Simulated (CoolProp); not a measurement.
A single-stage vapour-compression cycle with hydrogen sulfide: evaporating at 310.15 K (dew point), condensing at 337.15 K (bubble point), superheat 0 K, subcooling 0 K, compressor efficiency 0.85, no pressure losses. Each further row changes one setting.

Values from CoolProp's reference Helmholtz-energy equation of state, Lemmon 2006. It is a short technical equation, of lower accuracy than the large ones.

```json
[
 {"case": "as stated", "cooling COP": "7.68", "pressure ratio": "1.76", "discharge temperature (K)": "364.1", "refrigerating effect (kJ/kg)": "321", "volumetric capacity (kJ/m³)": "14600"},
 {"case": "evaporating temperature 315.15 K", "cooling COP": "___", "pressure ratio": "1.57", "discharge temperature (K)": "358.5", "refrigerating effect (kJ/kg)": "320", "volumetric capacity (kJ/m³)": "___"},
 {"case": "condensing temperature 332.15 K", "cooling COP": "9.80", "pressure ratio": "___", "discharge temperature (K)": "___", "refrigerating effect (kJ/kg)": "334", "volumetric capacity (kJ/m³)": "15200"},
 {"case": "subcooling 5 K", "cooling COP": "8.02", "pressure ratio": "1.76", "discharge temperature (K)": "364.1", "refrigerating effect (kJ/kg)": "335", "volumetric capacity (kJ/m³)": "15200"},
 {"case": "superheat 10 K", "cooling COP": "7.52", "pressure ratio": "1.76", "discharge temperature (K)": "375.9", "refrigerating effect (kJ/kg)": "___", "volumetric capacity (kJ/m³)": "14300"},
 {"case": "compressor efficiency 0.75", "cooling COP": "___", "pressure ratio": "1.76", "discharge temperature (K)": "___", "refrigerating effect (kJ/kg)": "321", "volumetric capacity (kJ/m³)": "14600"}
]
```

### Question
Fill in the missing entries.

### Answer

- evaporating temperature 315.15 K, cooling COP: 9.75
- evaporating temperature 315.15 K, volumetric capacity (kJ/m³): 16400
- condensing temperature 332.15 K, pressure ratio: 1.60
- condensing temperature 332.15 K, discharge temperature (K): 354.1
- superheat 10 K, refrigerating effect (kJ/kg): 336
- compressor efficiency 0.75, cooling COP: 6.78
- compressor efficiency 0.75, discharge temperature (K): 367.5
